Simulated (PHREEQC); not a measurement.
Dissolve 0.36 mol/kgw NaHSO4 and 1 mol/kgw HCl at 25 °C. Closed to the air; pH follows from the charge balance.

Equilibrium calculation in PHREEQC: ion-association model, phreeqc.dat.

No solid was allowed to form.

Task: What pH does the model give?

Result: pH 0.12.

Task: In which forms is Na present?

Result: Na+ 98 %, NaSO4- 2.2 % of the Na.

The ionic strength is past about 0.7 mol/kgw, beyond the range of this activity model, so the values are rough. Complexes and solids missing from the database can't appear.
